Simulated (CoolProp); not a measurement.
A single-stage vapour-compression cycle with the fluid: evaporating at 286.15 K (dew point), condensing at 348.15 K (bubble point), superheat 10 K, subcooling 0 K, compressor efficiency 0.75, no pressure losses. The same conditions are run with several fluids, on thermodynamics alone (safety and materials aside).

Values from CoolProp's reference Helmholtz-energy equation of state of each fluid (R21: Platzer 1990; ammonia: Gao 2020; R114: Platzer 1990; R134a: Tillner-Roth 1994; n-pentane: Thol 2019; cyclopentane: Gedanitz 2015). The equations of Platzer and Polt are older, rougher fits.

```csv
fluid,cooling COP,pressure ratio,discharge temperature (K),refrigerating effect (kJ/kg),volumetric capacity (kJ/m³)
R21,[?],6.42,404.4,176,906
ammonia,[?],[?],466.6,930,4750
R114,2.34,5.81,352.2,75.7,788
R134a,[?],5.16,371.8,102,[?]
n-pentane,2.59,7.56,[?],242,311
cyclopentane,2.85,8.53,378.3,308,[?]
```

### Question
Fill in the missing entries.

### Answer

- R21, cooling COP: 2.77
- ammonia, cooling COP: 2.56
- ammonia, pressure ratio: 5.45
- R134a, cooling COP: 2.15
- R134a, volumetric capacity (kJ/m³): 2160
- n-pentane, discharge temperature (K): 354.6
- cyclopentane, volumetric capacity (kJ/m³): 229
